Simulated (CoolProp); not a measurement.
A simple Rankine cycle with R236EA: condensing at 322.15 K, boiler at 2.16 MPa, turbine inlet 390.4 K, turbine efficiency 0.6, pump efficiency 0.6, no recuperator. Each further row changes one setting.

Model: reference Helmholtz-energy equation of state, Rui 2013, in CoolProp.

```json
[
 {"case": "as stated", "thermal efficiency (%)": "7.1", "net work (kJ/kg)": "12.7", "heat in (kJ/kg)": "180", "turbine exit temperature (K)": "348.4", "volume ratio over the turbine": "6.35"},
 {"case": "turbine inlet 410.4 K", "thermal efficiency (%)": "7.1", "net work (kJ/kg)": "14.8", "heat in (kJ/kg)": "208", "turbine exit temperature (K)": "374.2", "volume ratio over the turbine": "5.71"},
 {"case": "condensing temperature 314.15 K", "thermal efficiency (%)": "7.9", "net work (kJ/kg)": "15.1", "heat in (kJ/kg)": "191", "turbine exit temperature (K)": "344.4", "volume ratio over the turbine": "8.12"},
 {"case": "boiler pressure 1.51 MPa", "thermal efficiency (%)": "5.9", "net work (kJ/kg)": "11.5", "heat in (kJ/kg)": "195", "turbine exit temperature (K)": "364.0", "volume ratio over the turbine": "3.79"},
 {"case": "turbine efficiency 0.5", "thermal efficiency (%)": "5.7", "net work (kJ/kg)": "10.3", "heat in (kJ/kg)": "180", "turbine exit temperature (K)": "350.9", "volume ratio over the turbine": "6.41"}
]
```
